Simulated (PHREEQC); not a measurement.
A solution holds 0.1 mol H2SO4, 5.8e-05 mol CuSO4 and 0.016 mol MgSO4 per kg of water, at 80 °C. Closed to the air; pH follows from the charge balance.

Equilibrium calculation in PHREEQC: ion-association model, wateq4f.dat.

```json
[
 {"quantity": "pH", "before": "1.11", "after": "2.81"},
 {"quantity": "ionic strength (mol/kgw)", "before": "0.136", "after": "0.00273"},
 {"quantity": "Mg+2 (mol/kgw)", "before": "0.00995", "after": "0.000119"},
 {"quantity": "SO4-2 (mol/kgw)", "before": "0.00804", "after": "0.000744"},
 {"quantity": "MgSO4 (mol/kgw)", "before": "0.00605", "after": "4.14e-5"},
 {"quantity": "SI of Epsomite (MgSO4:7H2O)", "before": "-3.29", "after": "-5.45"},
 {"quantity": "SI of Chalcanthite (CuSO4:5H2O)", "before": "-4.96", "after": "-7.16"}
]
```

Task: Name the change that produced these shifts.
A) H2SO4 from 0.1 to 1 mol/kgw
B) H2SO4 left out
C) temperature from 80 to 85 °C
D) MgSO4 from 0.016 to 0.032 mol/kgw
E) diluted 100-fold with water

Result: E, diluted 100-fold with water

No solid was allowed to form. Constants without temperature data keep their 25 °C values here.
